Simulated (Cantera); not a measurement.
An adiabatic, constant-pressure homogeneous reactor starts with CH₄ : C₂H₆ : O₂ : N₂ : H₂O = 1 : 0.073 : 2.05 : 7.71 : 1.6 (molar parts), equivalence ratio 1.1, at 1000 K and 1800000 Pa. Integrator tolerance rtol = 1e-08.

Detailed kinetics in Cantera: GRI-Mech 3.0 (53 species, 325 reactions). The pressure lies above the range GRI-Mech 3.0 was tuned for (to about 10 atm).

What does this change do: pressure from 1800000 Pa to 101000 Pa?


```json
[
 {"quantity": "time of steepest temperature rise", "before": "15.2 ms", "after": "0.140 s"},
 {"quantity": "temperature at 0.800 s", "before": "2490 K", "after": "2411 K"},
 {"quantity": "equilibrium temperature", "before": "2490 K", "after": "2411 K"},
 {"quantity": "x(CH₄) at 0.800 s", "before": "<1e-12 (gas-phase equilibrium <1e-12)", "after": "<1e-12 (gas-phase equilibrium <1e-12)"},
 {"quantity": "x(C₂H₆) at 0.800 s", "before": "<1e-12 (gas-phase equilibrium <1e-12)", "after": "<1e-12 (gas-phase equilibrium <1e-12)"},
 {"quantity": "x(O₂) at 0.800 s", "before": "0.000697 (gas-phase equilibrium 0.000697)", "after": "0.00331 (gas-phase equilibrium 0.00331)"},
 {"quantity": "x(C₂H₂) at 0.800 s", "before": "<1e-12 (gas-phase equilibrium <1e-12)", "after": "<1e-12 (gas-phase equilibrium <1e-12)"},
 {"quantity": "x(O) at 0.800 s", "before": "8.63e-5 (gas-phase equilibrium 8.63e-5)", "after": "0.000530 (gas-phase equilibrium 0.000530)"},
 {"quantity": "x(HO₂) at 0.800 s", "before": "6.68e-7 (gas-phase equilibrium 6.68e-7)", "after": "8.35e-7 (gas-phase equilibrium 8.35e-7)"}
]
```

What does this change do: initial temperature 1000 to 973 K?


| quantity | before | after |
|---|---|---|
| time of steepest temperature rise | 15.2 ms | 25.9 ms |
| temperature at 0.800 s | 2490 K | 2472 K |
| equilibrium temperature | 2490 K | 2472 K |
| x(CH₄) at 0.800 s | <1e-12 (gas-phase equilibrium <1e-12) | <1e-12 (gas-phase equilibrium <1e-12) |
| x(C₂H₆) at 0.800 s | <1e-12 (gas-phase equilibrium <1e-12) | <1e-12 (gas-phase equilibrium <1e-12) |
| x(O₂) at 0.800 s | 0.000697 (gas-phase equilibrium 0.000697) | 0.000593 (gas-phase equilibrium 0.000593) |
| x(C₂H₂) at 0.800 s | <1e-12 (gas-phase equilibrium <1e-12) | <1e-12 (gas-phase equilibrium <1e-12) |
| x(O) at 0.800 s | 8.63e-5 (gas-phase equilibrium 8.63e-5) | 7.26e-5 (gas-phase equilibrium 7.26e-5) |
| x(HO₂) at 0.800 s | 6.68e-7 (gas-phase equilibrium 6.68e-7) | 5.65e-7 (gas-phase equilibrium 5.65e-7) |
Below about 1000 K GRI-Mech 3.0 lacks low-temperature oxidation paths.
